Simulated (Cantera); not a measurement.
A closed system holds: 1 mol Cu2O, 0.35 mol CH4, 0.22 mol N2, 0.46 mol C, equilibrated at 1352 °C and 0.0100 bar.

Method: chemical equilibrium by Gibbs-energy minimisation in Cantera with the NASA 1993 tables (ideal gas, pure condensed phases). Candidate condensed phases: C, C6H6, C7H8, C8H18, Cu, CuO, Cu(OH)2, Cu2O, H2O; 139 gas species. The numbers say what is thermodynamically allowed, not how fast it happens.

Base state: CO 0.433, H2 0.326, N2 0.126, H2O 0.0765, CO2 0.0327, Cu 0.00571, H 0.000403 (mole fractions); condensed: Cu(l).

What changes in the equilibrium state with this change: C from 0.46 to 2.8 mol?


```json
[
 {"species": "CO", "before": "0.433", "after": "0.518"},
 {"species": "H2", "before": "0.326", "after": "0.362"},
 {"species": "N2", "before": "0.126", "after": "0.114"},
 {"species": "H2O", "before": "0.0765", "after": "1.40e-6"},
 {"species": "CO2", "before": "0.0327", "after": "6.45e-7"},
 {"species": "Cu", "before": "0.00571", "after": "0.00571"},
 {"species": "HCN", "before": "6.66e-9", "after": "0.000483"},
 {"species": "C2H2 (acetylene)", "before": "<1e-9", "after": "1.29e-5"},
 {"species": "HNC", "before": "<1e-9", "after": "1.19e-5"},
 {"species": "H", "before": "0.000403", "after": "0.000424"},
 {"species": "Cu(l), mol", "before": "1.99", "after": "1.99"},
 {"species": "C(graphite), mol", "before": "0", "after": "2.15"}
]
```

What changes in the equilibrium state with this change: pressure from 0.0100 bar to 0.100 bar?


```tsv
species	before	after
CO	0.433	0.435
H2	0.326	0.327
N2	0.126	0.127
Cu	0.00571	0.000571
H2O	0.0765	0.0769
CO2	0.0327	0.0329
H	0.000403	0.000128
Cu(l), mol	1.99	2.00
```
